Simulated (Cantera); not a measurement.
Feed: 1 mol Si, 2.3 mol H₂O, 6.1 mol H₂, held at 1725 K and 1.20 Torr.

Method: chemical equilibrium by Gibbs-energy minimisation in Cantera with the NASA 1993 tables (ideal gas, pure condensed phases). Candidate condensed phases: H₂O, Si, SiO₂; 18 gas species. The tables hold silica as quartz up to 1696 K and as liquid above; real silica turns to tridymite and cristobalite and melts near 1996 K. Kinetics and transport are ignored.

Task: What is the equilibrium state?

Result: 
* **x(H₂)**: 0.947
* **x(H₂O)**: 0.0421
* **x(SiO)**: 0.00668
* **x(H)**: 0.00452
* **x(OH)**: 1.11e-5
* **n(SiO₂(condensed))**: 0.943 mol
* **gas amount**: 8.476 mol
* **log10 activity of Si(l) (absent)**: -6.42
